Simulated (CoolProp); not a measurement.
Vapour-liquid equilibrium of trans-2-butene (1) + acetone (2) at 0.707 MPa; x and y are mole fractions of (1).

Computed with CoolProp (multi-fluid Helmholtz-energy mixture model, Lemmon 2005 and Lemmon 2006; pair parameters Bell 2016).

```csv
x,"bubble temperature, mixture model (°C)","bubble temperature, Raoult's law (°C)","y, mixture model","y, Raoult's law"
0.05,116.8,121.5,0.216,0.160
0.2,94.5,107.4,0.586,0.492
0.35,82.5,96.1,0.732,0.691
0.5,76.0,86.8,0.803,0.815
0.65,71.9,79.1,0.851,0.896
0.8,68.7,72.6,0.900,0.951
0.95,66.0,66.9,0.968,0.990
```

The largest gap from Raoult's law is -13.6 K in bubble temperature, at x = 0.35. No azeotrope shows between x = 0.05 and 0.95.

The pair parameters rest on a limited set of measurements; away from them the model extrapolates.
